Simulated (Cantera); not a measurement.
Input (Python, Cantera) and output of one run.

```python
import numpy as np
import cantera as ct

gas_names = """
    H HNO HNO2 HNO3 HO2 H2 H2O H2O2 N NH NH2 NH3 NH2OH NO NO2 NO3 N2 N2H2 N2H4 N2O O OH O2 O3 Si SiH
    SiH2 SiH3 SiH4 SiN SiO SiO2 Si2 Si2N Si3
""".split()
cond_names = """
    H2O(s) H2O(L) Si(cr) Si(L) SiO2(Lqz) SiO2(hqz) SiO2(L) Si2N2O(s) Si3N4(a)
""".split()


# ... load() reads the species with a 1 bar reference pressure and builds the phases ...
atoms = {
    'Si': {'Si': 1},
    'N2O': {'N': 2, 'O': 1},
    'H2': {'H': 2},
}
top_T = {'Si2N2O(s)': 2100, 'Si3N4(a)': 2400}  # K; cautious upper limits of use, not melting points


# ... equilibrate(T, P, feed) seeds the gas with the atoms and calls Mixture.equilibrate('TP', solver="vcs", rtol=1e-11, max_steps=5000) ...
results = []
feed = {'Si': 1, 'N2O': 0.064, 'H2': 850}  # mol
P = 260  # Pa
for T in [900, 1000, 1100, 1200, 1300, 1400, 1500, 1600, 1700, 1800, 1900, 2000, 2100, 2200]:
    mix = equilibrate(T, P, feed)
    results.append((T, P, feed, dict(zip(mix.species_names, mix.species_moles))))

top = {s: max(r[3][s] / sum(r[3][g] for g in gas_names) for r in results) for s in gas_names}
cols = sorted((s for s in top if top[s] > 1e-05), key=lambda s: -top[s])[:9]
seen = [c for c in cond_names if any(r[3].get(c, 0) > 1e-12 for r in results)]
print("log10 of partial pressures in bar; condensed amounts in mol")
print(f"{'T/K':>10s}" + "".join(f"{s[:9]:>10s}" for s in cols + seen))
for T, P, feed, n in results:
    ng = sum(n[g] for g in gas_names)
    print(f"{T:10.4g}" + "".join(f"{np.log10(max(n[s] / ng * P / 1e5, 1e-99)):10.3f}" for s in cols)
          + "".join(f"{n.get(c, 0):10.4g}" for c in seen))
```

It prints:

```
log10 of partial pressures in bar; condensed amounts in mol
       T/K        H2         H        Si        N2       SiO       SiH      SiH2    Si(cr)     Si(L) Si2N2O(s)
       900    -2.585   -11.225   -18.352   -15.143   -14.556   -17.359   -14.015     0.872         0     0.064
      1000    -2.585    -9.937   -15.751   -12.434   -12.409   -15.201   -12.613     0.872         0     0.064
      1100    -2.585    -8.880   -13.626   -10.441   -10.440   -13.439   -11.466     0.872         0   0.06399
      1200    -2.585    -7.997   -11.858    -8.794    -8.794   -11.974   -10.510    0.8725         0   0.06347
      1300    -2.585    -7.249   -10.364    -7.405    -7.405   -10.737    -9.702    0.8848         0   0.05114
      1400    -2.585    -6.606    -9.085    -6.708    -6.708    -9.679    -9.009    0.9353         0         0
      1500    -2.585    -6.047    -7.978    -6.708    -6.708    -8.764    -8.410    0.9307         0         0
      1600    -2.586    -5.557    -7.011    -6.709    -6.709    -7.966    -7.886     0.896         0         0
      1700    -2.586    -5.125    -6.168    -6.710    -6.709    -7.272    -7.434         0    0.6812         0
      1800    -2.589    -4.740    -5.585    -6.712    -6.710    -6.822    -7.199         0         0         0
      1900    -2.592    -4.397    -5.572    -6.713    -6.712    -6.930    -7.499         0         0         0
      2000    -2.599    -4.089    -5.568    -6.716    -6.716    -7.037    -7.781         0         0         0
      2100    -2.612    -3.812    -5.570    -6.722    -6.722    -7.142    -8.046         0         0         0
      2200    -2.634    -3.566    -5.577    -6.732    -6.732    -7.248    -8.303         0         0         0
```

These are equilibrium values from Cantera (NASA tables, ideal gas, pure condensed phases), not measurements of a reactor. Mutual solubility and eutectic melting of coexisting phases are not modelled. Gases not in the tables: Si2H6 and higher silanes.
